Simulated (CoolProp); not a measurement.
Vapour-liquid equilibrium of acetone (1) + toluene (2) at 9.23 bar; x and y are mole fractions of (1).

Computed with CoolProp (multi-fluid Helmholtz-energy mixture model, Lemmon 2006 and Lemmon 2006; pair parameters Bell 2016).

```json
[
 {"x": "0.05", "bubble temperature (°C)": "203.4", "y at the bubble point": "0.153", "dew temperature at overall composition x (°C)": "209.3", "liquid density (mol/L)": "7.358"},
 {"x": "0.2", "bubble temperature (°C)": "184.1", "y at the bubble point": "0.456", "dew temperature at overall composition x (°C)": "200.6", "liquid density (mol/L)": "7.892"},
 {"x": "0.35", "bubble temperature (°C)": "171.0", "y at the bubble point": "0.631", "dew temperature at overall composition x (°C)": "191.3", "liquid density (mol/L)": "8.393"},
 {"x": "0.5", "bubble temperature (°C)": "161.4", "y at the bubble point": "0.748", "dew temperature at overall composition x (°C)": "[?]", "liquid density (mol/L)": "[?]"},
 {"x": "0.65", "bubble temperature (°C)": "153.6", "y at the bubble point": "0.837", "dew temperature at overall composition x (°C)": "169.5", "liquid density (mol/L)": "[?]"},
 {"x": "0.8", "bubble temperature (°C)": "[?]", "y at the bubble point": "0.912", "dew temperature at overall composition x (°C)": "[?]", "liquid density (mol/L)": "10.04"},
 {"x": "0.95", "bubble temperature (°C)": "[?]", "y at the bubble point": "0.979", "dew temperature at overall composition x (°C)": "143.7", "liquid density (mol/L)": "10.72"}
]
```

Q: What belongs in the gaps?

A: 
- 0.5, dew temperature at overall composition x (°C): 180.9
- 0.5, liquid density (mol/L): 8.901
- 0.65, liquid density (mol/L): 9.444
- 0.8, bubble temperature (°C): 147.1
- 0.8, dew temperature at overall composition x (°C): 156.9
- 0.95, bubble temperature (°C): 141.2

No azeotrope shows between x = 0.05 and 0.95.

Pair parameters are fitted to limited data, so mixtures are less certain than the pure fluids.
